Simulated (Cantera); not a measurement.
# Premixed flame

A freely propagating, adiabatic, planar premixed flame of 25.4 % H2, 15.7 % O2, 58.9 % N2, equivalence ratio 0.81, unburnt at 473 K and 4.93 atm; mixture-averaged transport, grid criteria slope 0.08 and curve 0.16, no radiation.

Computed with Cantera and the H2/O2 subset of GRI-Mech 3.0, which has no nitrogen chemistry. The hydrogen kinetics of GRI-Mech 3.0 are dated; newer H2 mechanisms differ, most at raised pressure. Burning velocities carry a grid error of a few per cent, more on coarse grids.

```tsv
z (mm)	T (K)	u (m/s)	x H2	x O2	x OH	x H2O2	x HO2	x O
-0.165	473	2.93	0.254	0.157	<1e-8	<1e-8	<1e-8	<1e-8
-0.110	473	2.92	0.253	0.157	<1e-8	<1e-8	4.30e-8	<1e-8
-0.0826	474	2.92	0.252	0.157	<1e-8	6.28e-8	4.89e-7	1.11e-8
-0.0551	478	2.92	0.245	0.158	<1e-8	9.14e-7	7.01e-6	1.17e-7
-0.0275	572	3.37	0.209	0.162	3.22e-5	5.42e-5	0.000507	8.98e-6
-0.0138	902	5.13	0.158	0.151	0.000857	0.000123	0.000854	0.000292
0	1338	7.45	0.0958	0.116	0.00296	3.59e-5	0.000420	0.00244
0.0138	1644	9.09	0.0490	0.0773	0.00738	6.06e-6	0.000215	0.00547
0.0275	1819	10.0	0.0276	0.0563	0.0112	3.54e-6	0.000123	0.00670
0.0551	1994	10.9	0.0164	0.0447	0.0136	2.12e-6	6.38e-5	0.00579
0.110	2135	11.6	0.0104	0.0404	0.0125	1.34e-6	3.16e-5	0.00346
0.220	2227	12.1	0.00552	0.0383	0.00973	8.86e-7	1.49e-5	0.00170
0.441	2275	12.3	0.00262	0.0376	0.00704	6.35e-7	7.95e-6	0.000799
```
x: mole fraction of selected species; z is measured from the peak of heat release.

The laminar burning velocity comes out as 293 cm/s, the thermal thickness comes out as 0.0551 mm and the peak x(OH) is 0.0136. The peak x(H2O2) is 0.000124 and the peak x(HO2) comes out as 0.000979. The peak x(O) is 0.00672.
